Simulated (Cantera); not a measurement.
An isothermal, constant-pressure homogeneous reactor starts with NO : N₂ = 1 : 4.8 (molar parts), at 2050 K and 1130 Torr. Integrator tolerance rtol = 1e-08.

Model: GRI-Mech 3.0 (53 species, 325 reactions), integrated in Cantera.

Q: What does this change do: temperature 2050 to 1898 K?

A: 
```tsv
quantity	before	after
x(NO) at 40.0 s	0.00595 (gas-phase equilibrium 0.00595)	0.00417 (gas-phase equilibrium 0.00390)
x(O) at 40.0 s	0.000230 (gas-phase equilibrium 0.000230)	6.99e-5 (gas-phase equilibrium 6.99e-5)
x(O₂) at 40.0 s	0.0831 (gas-phase equilibrium 0.0831)	0.0841 (gas-phase equilibrium 0.0842)
x(N₂) at 40.0 s	0.911 (gas-phase equilibrium 0.911)	0.912 (gas-phase equilibrium 0.912)
x(N₂O) at 40.0 s	4.39e-7 (gas-phase equilibrium 4.39e-7)	2.92e-7 (gas-phase equilibrium 2.92e-7)
```

Q: What does this change do: temperature 2050 to 1725 K?

A: 
```
quantity                                             before                                    after
----------------  -----------------------------------------  ---------------------------------------
x(NO) at 40.0 s     0.00595 (gas-phase equilibrium 0.00595)   0.0399 (gas-phase equilibrium 0.00219)
x(O) at 40.0 s    0.000230 (gas-phase equilibrium 0.000230)  1.23e-5 (gas-phase equilibrium 1.39e-5)
x(O₂) at 40.0 s       0.0831 (gas-phase equilibrium 0.0831)    0.0662 (gas-phase equilibrium 0.0851)
x(N₂) at 40.0 s         0.911 (gas-phase equilibrium 0.911)      0.894 (gas-phase equilibrium 0.913)
x(N₂O) at 40.0 s    4.39e-7 (gas-phase equilibrium 4.39e-7)  7.85e-7 (gas-phase equilibrium 1.68e-7)
```
